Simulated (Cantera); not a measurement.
## Thermodynamics of carbon deposition, reforming and gasification, feed C6H6 + CO2 + H2

Input: 1 mol C6H6, 0.16 mol CO2, 21 mol H2, held at 0.140 bar.

Cantera equilibrium calculation (NASA polynomials, part measured and part estimated; ideal gas, pure solids and liquids). Candidate condensed phases: C, C6H6, C7H8, C8H18, H2O; 110 gas species. Kinetics and transport are ignored.

```json
[
 {"T (K)": "1423", "x H2": "0.986", "x H": "1.76e-5", "x CO": "0.0132", "x C2H2 (acetylene)": "3.39e-6", "x CH4": "0.000519", "n C(graphite)": "5.83"},
 {"T (K)": "1573", "x H2": "0.986", "x H": "0.000108", "x CO": "0.0132", "x C2H2 (acetylene)": "2.04e-5", "x CH4": "0.000250", "n C(graphite)": "5.83"},
 {"T (K)": "1723", "x H2": "0.986", "x H": "0.000484", "x CO": "0.0132", "x C2H2 (acetylene)": "8.92e-5", "x CH4": "0.000137", "n C(graphite)": "5.83"},
 {"T (K)": "1873", "x H2": "0.985", "x H": "0.00171", "x CO": "0.0131", "x C2H2 (acetylene)": "0.000307", "x CH4": "8.28e-5", "n C(graphite)": "5.82"},
 {"T (K)": "2023", "x H2": "0.981", "x H": "0.00503", "x CO": "0.0131", "x C2H2 (acetylene)": "0.000876", "x CH4": "5.38e-5", "n C(graphite)": "5.80"},
 {"T (K)": "2173", "x H2": "0.972", "x H": "0.0127", "x CO": "0.0131", "x C2H2 (acetylene)": "0.00215", "x CH4": "3.69e-5", "n C(graphite)": "5.73"},
 {"T (K)": "2323", "x H2": "0.954", "x H": "0.0284", "x CO": "0.0130", "x C2H2 (acetylene)": "0.00462", "x CH4": "2.61e-5", "n C(graphite)": "5.61"}
]
```
x: gas mole fraction; n: condensed amount in mol.

From 1423 K to 2323 K the condensed part is C(graphite). The main C-bearing gas is CO throughout.
